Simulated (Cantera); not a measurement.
Cantera run:

```python
import numpy as np
import cantera as ct

gas_names = """
    F F2 H HF H2 H2F2 H3F3 H4F4 H5F5 H6F6 H7F7 Si SiF SiF2 SiF3 SiF4 SiH SiHF3 SiH2 SiH2F2 SiH3 SiH3F
    SiH4 Si2 Si3
""".split()
cond_names = """
    Si(cr) Si(L)
""".split()


def load(file, names, dense=False):
    # The tables refer to 1 bar. Condensed volumes are neglected.
    table = {s.name: s for s in ct.Species.list_from_file(file)}
    out = []
    for n in names:
        d = dict(table[n].input_data)
        d["thermo"] = dict(d["thermo"], **{"reference-pressure": 1e5})
        if dense:
            d["equation-of-state"] = {"model": "constant-volume", "density": "1e6 g/cm^3"}
        out.append(ct.Species.from_dict(d))
    return out


gas = ct.Solution(thermo="ideal-gas", species=load("nasa_gas.yaml", gas_names))
cond = {s.name: ct.Solution(thermo="fixed-stoichiometry", species=[s], name=s.name)
        for s in load("nasa_condensed.yaml", cond_names, dense=True)}
atoms = {
    'Si': {'Si': 1},
    'F2': {'F': 2},
    'H2': {'H': 2},
}
top_T = {}  # K; cautious upper limits of use, not melting points


def equilibrate(T, P, feed):
    n = {}
    for name, mol in feed.items():
        for a, k in atoms[name].items():
            n[a] = n.get(a, 0.0) + k * mol
    gas.TPX = T, P, n
    mass = sum(n.values()) * gas.mean_molecular_weight
    gas.equilibrate("TP")
    valid = [c for c in cond.values() if c.min_temp <= T <= top_T.get(c.name, c.max_temp)]
    mix = ct.Mixture([(gas, mass / gas.mean_molecular_weight)] + [(c, 0.0) for c in valid])
    mix.T, mix.P = T, P
    mix.equilibrate("TP", solver="vcs", rtol=1e-11, max_steps=5000)
    return mix


results = []
T = 1075  # K
P = 1.3  # Pa
for m in [0.34, 0.72, 1.5, 3.2, 6.8, 14, 30, 63]:
    feed = {'Si': 1, 'F2': 2.7, 'H2': m}  # mol
    mix = equilibrate(T, P, feed)
    results.append((T, P, feed, dict(zip(mix.species_names, mix.species_moles))))
    x = sorted(zip(gas.X, gas.species_names), reverse=True)
    print(f"T = {T:g} K  P = {P:g} Pa  n(H2) = {m:g} mol  gas = {mix.phase_moles(0):.4g} mol")
    print("   x: " + "  ".join(f"{s} {v:.3e}" for v, s in x if v > 1e-05))
    print("   condensed (mol): " + ("  ".join(f"{mix.phase(i).name} {mix.phase_moles(i):.4g}"
          for i in range(1, mix.n_phases) if mix.phase_moles(i) > 1e-12) or "none"))
```

Output:

```
T = 1075 K  P = 1.3 Pa  n(H2) = 0.34 mol  gas = 2.4 mol
   x: SiF4 4.167e-01  F 2.999e-01  HF 2.833e-01  F2 3.042e-05
   condensed (mol): none
T = 1075 K  P = 1.3 Pa  n(H2) = 0.72 mol  gas = 2.42 mol
   x: HF 5.785e-01  SiF4 4.132e-01  H2 8.263e-03
   condensed (mol): none
T = 1075 K  P = 1.3 Pa  n(H2) = 1.5 mol  gas = 3.2 mol
   x: HF 4.375e-01  SiF4 3.125e-01  H2 2.500e-01  SiF3 1.113e-05
   condensed (mol): none
T = 1075 K  P = 1.3 Pa  n(H2) = 3.2 mol  gas = 4.9 mol
   x: H2 5.102e-01  HF 2.857e-01  SiF4 2.041e-01  SiF3 1.590e-05
   condensed (mol): none
T = 1075 K  P = 1.3 Pa  n(H2) = 6.8 mol  gas = 8.5 mol
   x: H2 7.176e-01  HF 1.647e-01  SiF4 1.176e-01  SiF3 1.885e-05
   condensed (mol): none
T = 1075 K  P = 1.3 Pa  n(H2) = 14 mol  gas = 15.7 mol
   x: H2 8.471e-01  HF 8.920e-02  SiF4 6.367e-02  SiF3 2.048e-05
   condensed (mol): none
T = 1075 K  P = 1.3 Pa  n(H2) = 30 mol  gas = 31.7 mol
   x: H2 9.243e-01  HF 4.419e-02  SiF4 3.152e-02  SiF3 2.137e-05
   condensed (mol): none
T = 1075 K  P = 1.3 Pa  n(H2) = 63 mol  gas = 64.7 mol
   x: H2 9.629e-01  HF 2.166e-02  SiF4 1.543e-02  SiF3 2.178e-05
   condensed (mol): none
```

These are equilibrium values from Cantera (NASA tables, ideal gas, pure condensed phases), not measurements of a reactor. The tables' values for SiF3 are old estimates; treat these amounts as uncertain.
